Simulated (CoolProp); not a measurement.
A single-stage vapour-compression cycle with propane: evaporating at 237.15 K (dew point), condensing at 294.15 K (bubble point), superheat 10 K, subcooling 2 K, compressor efficiency 0.85, no pressure losses. Each further row changes one setting.

Computed with CoolProp (reference Helmholtz-energy equation of state, Lemmon 2009).

| case | cooling COP | pressure ratio | discharge temperature (K) | refrigerating effect (kJ/kg) | volumetric capacity (kJ/m³) |
|---|---|---|---|---|---|
| as stated | 2.77 | 6.52 | 324.5 | 299 | 880 |
| evaporating temperature 242.15 K | ? | 5.32 | ? | ? | 1090 |
| condensing temperature 289.15 K | ? | ? | 318.6 | 312 | 918 |
| subcooling 7 K | 2.89 | 6.52 | 324.5 | 312 | 918 |
| superheat 20 K | 2.79 | 6.52 | ? | 314 | 884 |
| compressor efficiency 0.75 | ? | 6.52 | 331.8 | 299 | 880 |

Task: What belongs in the gaps?

Result: 
- evaporating temperature 242.15 K, cooling COP: 3.17
- evaporating temperature 242.15 K, discharge temperature (K): 321.7
- evaporating temperature 242.15 K, refrigerating effect (kJ/kg): 305
- condensing temperature 289.15 K, cooling COP: 3.13
- condensing temperature 289.15 K, pressure ratio: 5.71
- superheat 20 K, discharge temperature (K): 334.6
- compressor efficiency 0.75, cooling COP: 2.45
